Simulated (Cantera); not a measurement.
## Reactions in the system C-N-O-Ti

Source: NASA polynomial tables (part measured, part estimated), evaluated in Cantera. Values are per mole of reaction as written; species without (g) are pure solids or liquids, kept so even where they would boil at 1 bar. TiC, TiO: taken at fixed stoichiometry.

2 Ti4O7 + 8 C = 7 O2(g) + 8 TiC

```json
[
 {"T (K)": "2150", "ΔH° (kJ)": "4688.7", "ΔS° (J/K)": "784.9", "ΔG° (kJ)": "3001.2", "log10 K": "-72.91"},
 {"T (K)": "2200", "ΔH° (kJ)": "4679.5", "ΔS° (J/K)": "780.6", "ΔG° (kJ)": "2962.1", "log10 K": "-70.33"},
 {"T (K)": "2250", "ΔH° (kJ)": "4670.4", "ΔS° (J/K)": "776.6", "ΔG° (kJ)": "2923.1", "log10 K": "-67.86"},
 {"T (K)": "2300", "ΔH° (kJ)": "4661.6", "ΔS° (J/K)": "772.7", "ΔG° (kJ)": "2884.4", "log10 K": "-65.51"},
 {"T (K)": "2350", "ΔH° (kJ)": "4653.0", "ΔS° (J/K)": "769.0", "ΔG° (kJ)": "2845.9", "log10 K": "-63.26"},
 {"T (K)": "2400", "ΔH° (kJ)": "4644.7", "ΔS° (J/K)": "765.5", "ΔG° (kJ)": "2807.5", "log10 K": "-61.10"},
 {"T (K)": "2450", "ΔH° (kJ)": "4636.5", "ΔS° (J/K)": "762.1", "ΔG° (kJ)": "2769.3", "log10 K": "-59.04"}
]
```

2 TiO + N2O(g) = Ti2O3 + N2(g)

```tsv
T (K)	ΔH° (kJ)	ΔS° (J/K)	ΔG° (kJ)	log10 K
2150	-505.5	-6.6	-491.3	11.94
2200	-505.6	-6.7	-491.0	11.66
2250	-505.8	-6.7	-490.6	11.39
2300	-505.9	-6.8	-490.3	11.13
2350	-506.0	-6.8	-490.0	10.89
2400	-506.1	-6.9	-489.6	10.66
2450	-506.3	-6.9	-489.3	10.43
```
